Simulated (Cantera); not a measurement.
Mixture: CH₄ : H₂ : O₂ : N₂ = 1 : 0.054 : 4.22 : 15.9 (molar parts), equivalence ratio 0.48, at 7500 Torr, adiabatic and at constant volume. Ignition delay is the time to a rise of 400 K.

Computed with Cantera and GRI-Mech 3.0 (53 species, 325 reactions).

Task: What does this change do: pressure from 7500 Torr to 750 Torr?

Result: 
```csv
quantity,before,after
delay at 1225 K,1.46 ms,12.5 ms
delay at 1375 K,0.329 ms,2.23 ms
delay at 1525 K,87.9 µs,0.568 ms
delay at 1675 K,28.3 µs,0.196 ms
delay at 1825 K,10.8 µs,82.1 µs
apparent activation energy between 1750 and 1900 K,160 kJ/mol,150 kJ/mol
```

Task: What does this change do: constant pressure in place of constant volume?

Result: 
| quantity | before | after |
|---|---|---|
| delay at 1225 K | 1.46 ms | 1.54 ms |
| delay at 1375 K | 0.329 ms | 0.348 ms |
| delay at 1525 K | 87.9 µs | 93.5 µs |
| delay at 1675 K | 28.3 µs | 30.2 µs |
| delay at 1825 K | 10.8 µs | 11.6 µs |
| apparent activation energy between 1750 and 1900 K | 160 kJ/mol | 160 kJ/mol |

Task: What does this change do: H2 0.054 to 0.16 parts?

Result: 
| quantity | before | after |
|---|---|---|
| delay at 1225 K | 1.46 ms | 0.727 ms |
| delay at 1375 K | 0.329 ms | 0.193 ms |
| delay at 1525 K | 87.9 µs | 60.3 µs |
| delay at 1675 K | 28.3 µs | 21.7 µs |
| delay at 1825 K | 10.8 µs | 8.97 µs |
| apparent activation energy between 1750 and 1900 K | 160 kJ/mol | 150 kJ/mol |
